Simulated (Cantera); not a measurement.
What does this Cantera script print?

```python
import numpy as np
import cantera as ct

gas_names = [...]  # 109 gases of nasa_gas.yaml made of C, Cl, H, Si
cond_names = """
    C(gr) C6H6(L) C7H8(L) C8H18(L),n-octa Si(cr) Si(L) SiC(b)
""".split()


# ... load() reads the species with a 1 bar reference pressure and builds the phases ...
atoms = {
    'SiCl4': {'Si': 1, 'CL': 4},
    'C2H4': {'C': 2, 'H': 4},
    'H2': {'H': 2},
    'C2H2': {'C': 2, 'H': 2},
}
top_T = {'C(gr)': 4500, 'SiC(b)': 3050}  # K; cautious upper limits of use, not melting points


# ... equilibrate(T, P, feed) seeds the gas with the atoms and calls Mixture.equilibrate('TP', solver="vcs", rtol=1e-11, max_steps=5000) ...
results = []
feed = {'SiCl4': 1, 'C2H4': 0.7, 'H2': 5.4, 'C2H2': 0.016}  # mol
T = 1600  # K
for P in [100, 270, 720, 1900, 5200, 14000, 37000, 100000]:
    mix = equilibrate(T, P, feed)
    results.append((T, P, feed, dict(zip(mix.species_names, mix.species_moles))))

top = {s: max(r[3][s] / sum(r[3][g] for g in gas_names) for r in results) for s in gas_names}
cols = sorted((s for s in top if top[s] > 1e-06), key=lambda s: -top[s])[:5]
seen = [c for c in cond_names if any(r[3].get(c, 0) > 1e-12 for r in results)]
print("log10 of partial pressures in bar; condensed amounts in mol")
print(f"{'P/Pa':>10s}" + "".join(f"{s[:9]:>10s}" for s in cols + seen))
for T, P, feed, n in results:
    ng = sum(n[g] for g in gas_names)
    print(f"{P:10.4g}" + "".join(f"{np.log10(max(n[s] / ng * P / 1e5, 1e-99)):10.3f}" for s in cols)
          + "".join(f"{n.get(c, 0):10.4g}" for c in seen))
```

Output:

```
log10 of partial pressures in bar; condensed amounts in mol
      P/Pa        H2       HCL     SiCL2     SiCL4     SiCL3     C(gr)    SiC(b)
       100    -3.253    -3.369    -4.925    -7.747    -6.532    0.5395    0.8923
       270    -2.822    -2.937    -4.494    -6.886    -5.886    0.5411    0.8906
       720    -2.395    -2.512    -4.071    -6.039    -5.250     0.544    0.8877
      1900    -1.972    -2.093    -3.654    -5.205    -4.625     0.549    0.8826
      5200    -1.533    -1.659    -3.226    -4.349    -3.983    0.5588    0.8727
   1.4e+04    -1.099    -1.236    -2.814    -3.526    -3.366    0.5767    0.8543
   3.7e+04    -0.670    -0.828    -2.427    -2.751    -2.785    0.6082    0.8218
     1e+05    -0.227    -0.421    -2.056    -2.009    -2.228    0.6594    0.7673
```

Cantera equilibrium calculation (NASA polynomials, part measured and part estimated; ideal gas, pure solids and liquids). The tables' values for SiCl3 are old estimates; treat these amounts as uncertain.
